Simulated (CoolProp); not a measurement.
A single-stage vapour-compression cycle with n-perfluorobutane: evaporating at 227.15 K (dew point), condensing at 272.15 K (bubble point), superheat 5 K, subcooling 2 K, compressor efficiency 0.6, no pressure losses. Each further row changes one setting.

Computed with CoolProp (reference Helmholtz-energy equation of state, Gao 2022).

| case | cooling COP | pressure ratio | discharge temperature (K) | refrigerating effect (kJ/kg) | volumetric capacity (kJ/m³) |
|---|---|---|---|---|---|
| as stated | 2.25 | 9.43 | 272.1 | 68.8 | 95.8 |
| evaporating temperature 232.15 K | 2.71 | 6.96 | 272.1 | ___ | ___ |
| condensing temperature 267.15 K | 2.67 | ___ | 268.5 | 74.3 | 103 |
| subcooling 7 K | 2.43 | 9.43 | 272.1 | 74.3 | 103 |
| superheat 15 K | ___ | 9.43 | 283.5 | 76.6 | ___ |
| compressor efficiency 0.5 | 1.88 | 9.43 | 279.3 | 68.8 | 95.8 |

Q: What belongs in the gaps?

A: 
- evaporating temperature 232.15 K, refrigerating effect (kJ/kg): 72.6
- evaporating temperature 232.15 K, volumetric capacity (kJ/m³): 134
- condensing temperature 267.15 K, pressure ratio: 7.69
- superheat 15 K, cooling COP: 2.36
- superheat 15 K, volumetric capacity (kJ/m³): 102

The compression ends wet for: as stated; evaporating temperature 232.15 K; subcooling 7 K.
